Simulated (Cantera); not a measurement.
Mixture: H2 : O2 : N2 = 1 : 0.98 : 5.29 (molar parts), equivalence ratio 0.51, at 4.60 bar, adiabatic and at constant volume. Ignition delay is the time to a rise of 400 K.

Computed with Cantera and GRI-Mech 3.0 (53 species, 325 reactions). The hydrogen kinetics of GRI-Mech 3.0 are dated; newer H2 mechanisms differ, most at raised pressure. Below about 950 K walls govern HO2 and H2O2 in real vessels.

### Question
Predict: delay at 900 K; delay at 1000 K; delay at 1100 K; delay at 1200 K.

### Answer
```json
{
  "delay at 900 K": "0.281 s",
  "delay at 1000 K": "16.5 ms",
  "delay at 1100 K": "0.502 ms",
  "delay at 1200 K": "20.7 µs"
}
```
